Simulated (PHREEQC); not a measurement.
Make-up at 25 °C: 0.028 mol HNO3 per kg of water. It is in equilibrium with CO2 at log p = 0 (atm). Otherwise closed; pH follows from the charge balance.

The numbers come from PHREEQC with the ion-association model, phreeqc.dat.

```json
[
 {"quantity": "pH", "before": "1.61", "after": "1.44"},
 {"quantity": "(CO2)2 (mol/kgw)", "before": "2.09e-5", "after": "2.08e-5"},
 {"quantity": "HCO3- (mol/kgw)", "before": "7.12e-7", "after": "4.96e-7"}
]
```

Question: What was changed between the two runs?
A. HNO3 from 0.028 to 0.14 mol/kgw
B. diluted 2-fold with water
C. temperature from 25 to 70 °C
D. HNO3 replaced by Pb(NO3)2 at the same molality
E. HNO3 from 0.028 to 0.042 mol/kgw

Answer: E, HNO3 from 0.028 to 0.042 mol/kgw

This is a speciation only: nothing precipitates in the calculation.
